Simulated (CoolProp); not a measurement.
1-butene along the isotherm 251.85 °C: fugacity coefficient from the reference equation and from simpler models built on Tc = 146.1 °C, pc = 4.006 MPa, ω = 0.192; each cubic takes its own stable root.

Values from CoolProp's reference Helmholtz-energy equation of state, Lemmon 2005. It is a short technical equation, of lower accuracy than the large ones.

| p (MPa) | phase | reference |
|---|---|---|
| 0.019 | gas | 0.9992 |
| 0.0296 | gas | 0.9988 |
| 0.0461 | gas | 0.9981 |
| 0.0717 | gas | 0.9970 |
| 0.112 | gas | 0.9954 |
| 0.174 | gas | 0.9928 |
| 0.271 | gas | 0.9889 |
| 0.422 | gas | 0.9827 |
| 0.656 | gas | 0.9732 |
| 1.02 | gas | 0.9586 |
| 1.59 | gas | 0.9360 |
| 2.48 | gas | 0.9015 |
| 3.86 | gas | 0.8499 |
| 6.01 | supercritical | 0.7749 |

How far does each simpler model (van der Waals, Soave-Redlich-Kwong, Peng-Robinson) lie from the reference over these 14 states: mean and median of the absolute difference, and the worst?


- van der Waals: mean 0.3 %, median 0.0 %, worst -2.4 % at 251.85 °C and 6.01 MPa
- Soave-Redlich-Kwong: mean 0.4 %, median 0.1 %, worst +2.1 % at 251.85 °C and 6.01 MPa
- Peng-Robinson: mean 0.5 %, median 0.2 %, worst -1.9 % at 251.85 °C and 6.01 MPa
